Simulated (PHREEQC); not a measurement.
Dissolve 0.053 mol/kgw FeCl3 at 25 °C. Closed to the air; pH follows from the charge balance.

The numbers come from PHREEQC with the ion-association model, phreeqc.dat.

Precipitation was switched off in this run.

Order these Fe species by the share of Fe that they hold, largest first: FeOH+2, Fe+3, Fe2(OH)2+4, FeCl+2, FeCl2+.

FeCl+2 (37 %), Fe+3 (31 %), Fe2(OH)2+4 (16 %), FeOH+2 (7.6 %), FeCl2+ (6.0 %)

Order these Cl species by the share of Cl that they hold, largest first: FeCl2+, FeCl+2, Cl-.

Cl- (83 %), FeCl+2 (12 %), FeCl2+ (4.0 %)

The pH is 1.95 and the ionic strength 0.235 mol/kgw. Saturation is exceeded, for instance for Hematite (slow to form), Goethite (slow to form); the values hold only as long as no solid forms. Species that the database lacks are ignored.
